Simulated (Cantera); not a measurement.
# Adiabatic ignition

An adiabatic, constant-volume homogeneous reactor starts with CH4 : O2 : N2 : C2H6 = 1 : 2.94 : 11.1 : 0.1 (molar parts), at 1598 K and 1800 Torr.

Detailed kinetics in Cantera: GRI-Mech 3.0 (53 species, 325 reactions).

| t (s) | T (K) | P (bar) | x CH4 | x O2 | x O | x N2O | x H2O2 | x CO | x CH2 |
|---|---|---|---|---|---|---|---|---|---|
| 1.00e-6 | 1598 | 2.40 | 0.0660 | 0.194 | 1.11e-7 | 1.59e-12 | 3.92e-9 | 3.14e-9 | 1.49e-10 |
| 2.51e-6 | 1597 | 2.40 | 0.0660 | 0.194 | 3.18e-7 | 1.06e-11 | 3.06e-8 | 6.00e-8 | 1.11e-9 |
| 6.31e-6 | 1596 | 2.40 | 0.0660 | 0.194 | 9.97e-7 | 1.02e-10 | 2.48e-7 | 1.32e-6 | 8.83e-9 |
| 1.59e-5 | 1596 | 2.40 | 0.0653 | 0.194 | 3.54e-6 | 1.00e-9 | 1.53e-6 | 4.08e-5 | 7.46e-8 |
| 3.99e-5 | 1633 | 2.46 | 0.0589 | 0.188 | 1.56e-5 | 9.96e-9 | 1.08e-5 | 0.00175 | 6.78e-7 |
| 0.000100 | 2943 | 4.59 | <1e-12 | 0.0461 | 0.00944 | 1.78e-6 | 8.81e-7 | 0.0284 | <1e-12 |
| 0.000252 | 2933 | 4.57 | <1e-12 | 0.0426 | 0.00870 | 1.86e-6 | 8.39e-7 | 0.0283 | <1e-12 |
| 0.000632 | 2925 | 4.56 | <1e-12 | 0.0400 | 0.00818 | 1.99e-6 | 8.05e-7 | 0.0283 | <1e-12 |
| 0.00159 | 2923 | 4.56 | <1e-12 | 0.0396 | 0.00811 | 2.01e-6 | 8.00e-7 | 0.0283 | <1e-12 |
| 0.00399 | 2923 | 4.56 | <1e-12 | 0.0396 | 0.00811 | 2.01e-6 | 8.00e-7 | 0.0283 | <1e-12 |
| 0.0100 | 2923 | 4.56 | <1e-12 | 0.0396 | 0.00811 | 2.01e-6 | 8.00e-7 | 0.0283 | <1e-12 |
| 0.0252 | 2923 | 4.56 | <1e-12 | 0.0396 | 0.00811 | 2.01e-6 | 8.00e-7 | 0.0283 | <1e-12 |
| 0.0634 | 2923 | 4.56 | <1e-12 | 0.0396 | 0.00811 | 2.01e-6 | 8.00e-7 | 0.0283 | <1e-12 |
| 0.159 | 2923 | 4.56 | <1e-12 | 0.0396 | 0.00811 | 2.01e-6 | 8.00e-7 | 0.0283 | <1e-12 |
| 0.400 | 2923 | 4.56 | <1e-12 | 0.0396 | 0.00811 | 2.01e-6 | 8.00e-7 | 0.0283 | <1e-12 |
x: mole fraction; the columns are a selection and need not sum to one.

```json
{
 "time_of_steepest_temperature_rise": "60.6 µs",
 "temperature at 0.400 s": "2923 K",
 "equilibrium_temperature": "2923 K",
 "x(CH4) at 0.400 s": "<1e-12 (gas-phase equilibrium <1e-12)",
 "x(O2) at 0.400 s": "0.0396 (gas-phase equilibrium 0.0396)",
 "x(O) at 0.400 s": "0.00811 (gas-phase equilibrium 0.00811)"
}
```
